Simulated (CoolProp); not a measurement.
Vapour-liquid equilibrium of CHF3 (R23) (1) + propylene (2) at 0.982 MPa; x and y are mole fractions of (1).

Model: multi-fluid Helmholtz-energy mixture model, Penoncello 2003 and Lemmon 2013; pair parameters Bell 2016, in CoolProp.

### Question
Give the bubble temperature and the first vapour's composition at x = 0.05, 0.35, 0.85. Is there an azeotrope?

### Answer
x = 0.05: 8.3 °C, y = 0.241; x = 0.35: -19.5 °C, y = 0.728; x = 0.85: -29.4 °C, y = 0.908. No azeotrope shows between x = 0.05 and 0.95.

The pair parameters rest on a limited set of measurements; away from them the model extrapolates.
